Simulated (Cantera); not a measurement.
Mixture: H₂ : O₂ : N₂ : H₂O = 3 : 1.02 : 5.71 : 0.28 (molar parts), at 7500 Torr, adiabatic and at constant volume. Ignition delay is the time to a rise of 400 K.

Model: the H2/O2 subset of GRI-Mech 3.0, which has no nitrogen chemistry, integrated in Cantera. The hydrogen kinetics of GRI-Mech 3.0 are dated; newer H2 mechanisms differ, most at raised pressure.

Question: Predict: delay at 1200 K; delay at 1275 K; delay at 1350 K; delay at 1425 K; delay at 1500 K; delay at 1575 K; delay at 1650 K; apparent activation energy between 1500 and 1650 K.

Answer: 
```json
{
 "delay at 1200 K": "0.115 ms",
 "delay at 1275 K": "16.1 µs",
 "delay at 1350 K": "4.97 µs",
 "delay at 1425 K": "2.85 µs",
 "delay at 1500 K": "1.96 µs",
 "delay at 1575 K": "1.48 µs",
 "delay at 1650 K": "1.18 µs",
 "apparent activation energy between 1500 and 1650 K": "70 kJ/mol"
}
```
